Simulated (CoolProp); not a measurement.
Vapour-liquid equilibrium of CH2F2 (R32) (1) + fluoroethane (R161) (2) at 9.11 bar; x and y are mole fractions of (1).

The numbers come from the multi-fluid Helmholtz-energy mixture model, Tillner-Roth 1997 and Wu 2012; pair parameters Bell 2016 in CoolProp.

| x | bubble temperature (K) | y at the bubble point | dew temperature at overall composition x (K) | liquid density (mol/L) |
|---|---|---|---|---|
| 0.05 | 295.8 | 0.088 | 296.6 | 15.04 |
| 0.125 | 293.4 | 0.203 | 295.0 | 15.38 |
| 0.2 | 291.2 | 0.304 | 293.4 | 15.72 |
| 0.275 | 289.3 | 0.393 | 291.8 | 16.06 |
| 0.35 | 287.6 | 0.475 | 290.3 | … |
| 0.425 | 286.0 | … | 288.7 | 16.78 |
| 0.5 | 284.6 | 0.618 | 287.1 | 17.15 |
| 0.575 | 283.2 | 0.684 | 285.5 | 17.54 |
| 0.65 | 281.9 | 0.745 | 283.9 | 17.94 |
| 0.725 | 280.7 | 0.804 | 282.4 | 18.36 |
| 0.8 | 279.6 | 0.861 | 280.8 | 18.79 |
| 0.875 | … | 0.915 | 279.3 | 19.24 |
| 0.95 | 277.4 | … | 277.8 | 19.72 |

Problem. Fill in the missing entries.

Solution. 
- 0.35, liquid density (mol/L): 16.41
- 0.425, y at the bubble point: 0.549
- 0.875, bubble temperature (K): 278.5
- 0.95, y at the bubble point: 0.967

No azeotrope shows between x = 0.05 and 0.95.

The pair parameters rest on a limited set of measurements; away from them the model extrapolates.
